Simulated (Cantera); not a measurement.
A closed system holds: 1 mol FeS2, 3.2 mol O2, at 1625 K and 1 atm.

These are equilibrium values from Cantera (NASA tables, ideal gas, pure condensed phases), not measurements of a reactor. Candidate condensed phases: Fe, FeO, FeS, FeSO4, FeS2, Fe2O3, Fe2(SO4)3, Fe3O4, S; 12 gas species. Equilibrium is a limit: real reactors are often held back by kinetics, nucleation or transport.

Base state: SO2 0.812, O2 0.181, SO3 0.00722 (mole fractions); condensed: Fe2O3(s).

What changes in the equilibrium state with this change: O2 from 3.2 to 0.9 mol?


```csv
species,before,after
SO2,0.812,0.832
S2,<1e-9,0.147
S2O,<1e-9,0.0106
O2,0.181,3.33e-8
SO,4.29e-6,0.0102
S,<1e-9,5.93e-5
SO3,0.00722,3.17e-6
"Fe2O3(s), mol",0.500,0
"FeO(s), mol",0,0.141
"FeS(l), mol",0,0.859
```
Metal and sulfide melt together well below either melting point, which pure phases cannot show. Mutual solubility and eutectic melting of coexisting phases are not modelled. The tables' stoichiometric FeO is somewhat more stable than real wüstite, so its field is too wide. FeO, FeS: taken at fixed stoichiometry.

What changes in the equilibrium state with this change: temperature from 1625 K to 1400 K?


| species | before | after |
|---|---|---|
| SO2 | 0.812 | 0.803 |
| O2 | 0.181 | 0.175 |
| SO3 | 0.00722 | 0.0219 |
| Fe2O3(s), mol | 0.500 | 0.500 |
